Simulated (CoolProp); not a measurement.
Model: reference Helmholtz-energy equation of state, Thol 2017, in CoolProp.

Task: For decamethyltetrasiloxane (MD2M), give the phase and the Z, cv (kJ/(kg K)), speed of sound (m/s) at 83.15 °C and 1.19 MPa; 223.05 °C and 1.19 MPa; 263.05 °C and 1.19 MPa.

Result: 
- 83.15 °C and 1.19 MPa: liquid; Z 0.157, cv 1.59, speed of sound 758
- 223.05 °C and 1.19 MPa: liquid; Z 0.141, cv 1.89, speed of sound 383
- 263.05 °C and 1.19 MPa: liquid; Z 0.143, cv 1.96, speed of sound 283
